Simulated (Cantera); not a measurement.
An adiabatic, constant-pressure homogeneous reactor starts with CH4 : H2 : O2 : N2 : H2O = 1 : 0.048 : 2.04 : 19.2 : 3.2 (molar parts), equivalence ratio 0.99, at 1275 K and 1.70 bar.

Cantera simulation using GRI-Mech 3.0 (53 species, 325 reactions); the numbers are that mechanism's predictions, not measurements.

**Question.** Predict: time of steepest temperature rise; temperature at 2.00 s; equilibrium temperature; x(H2) at 2.00 s; x(O2) at 2.00 s.

**Answer.** 
```json
{
 "time_of_steepest_temperature_rise": "22.5 ms",
 "temperature at 2.00 s": "2067 K",
 "equilibrium_temperature": "2067 K",
 "x(H2) at 2.00 s": "0.00179 (gas-phase equilibrium 0.00180)",
 "x(O2) at 2.00 s": "0.00169 (gas-phase equilibrium 0.00167)"
}
```
